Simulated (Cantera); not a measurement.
**Ignition delay**

Mixture: 6.24 % CH4, 0.618 % C2H6, 19.5 % O2, 73.6 % N2, at 250000 Pa, adiabatic and at constant pressure. Ignition delay is the time to a rise of 400 K.

Cantera simulation using GRI-Mech 3.0 (53 species, 325 reactions); the numbers are that mechanism's predictions, not measurements.

| T0 (K) | delay (ms) |
|---|---|
| 1075 | 15.5 |
| 1150 | 5.10 |
| 1225 | 2.03 |
| 1300 | 0.904 |
| 1375 | 0.430 |
| 1450 | 0.214 |
| 1525 | 0.112 |
| 1600 | 0.0617 |

```json
{
 "apparent activation energy between 1450 and 1600 K": "160 kJ/mol"
}
```
